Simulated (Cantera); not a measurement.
# Thermodynamics of chemical vapour transport, feed TiO2 + HCl

A closed system holds: 1 mol TiO2, 0.66 mol HCl, held at 75.0 Torr.

Equilibrium computed with Cantera from the NASA thermochemical tables; the gas is ideal and each condensed phase is pure. Candidate condensed phases: H2O, Ti, TiCl2, TiCl3, TiCl4, TiO, TiO2, Ti2O3, Ti3O5, Ti4O7; 23 gas species. Condensed phases not in the tables: TiOCl. The numbers say what is thermodynamically allowed, not how fast it happens.

| T (K) | x HCl | x H2O | x Cl | x TiCl4 | x H2 | x TiCl3 | n TiO2(rutile) |
|---|---|---|---|---|---|---|---|
| 1025 | 0.996 | 0.00245 | 4.38e-6 | 0.00122 | 8.32e-6 | 3.31e-8 | 0.999 |
| 1100 | 0.996 | 0.00286 | 1.64e-5 | 0.00143 | 1.98e-5 | 1.65e-7 | 0.999 |
| 1175 | 0.995 | 0.00327 | 5.06e-5 | 0.00163 | 4.44e-5 | 6.83e-7 | 0.999 |
| 1250 | 0.994 | 0.00367 | 0.000133 | 0.00183 | 9.48e-5 | 2.43e-6 | 0.999 |
| 1325 | 0.993 | 0.00406 | 0.000311 | 0.00202 | 0.000192 | 7.58e-6 | 0.999 |
| 1400 | 0.992 | 0.00444 | 0.000654 | 0.00220 | 0.000369 | 2.11e-5 | 0.999 |
| 1475 | 0.991 | 0.00481 | 0.00127 | 0.00235 | 0.000674 | 5.28e-5 | 0.998 |
| 1550 | 0.989 | 0.00519 | 0.00230 | 0.00247 | 0.00117 | 0.000120 | 0.998 |
| 1625 | 0.986 | 0.00559 | 0.00394 | 0.00254 | 0.00194 | 0.000248 | 0.998 |
x: gas mole fraction; n: condensed amount in mol.

From 1025 K to 1625 K the condensed part is TiO2(rutile). The main Ti-bearing gas is TiCl4 throughout.
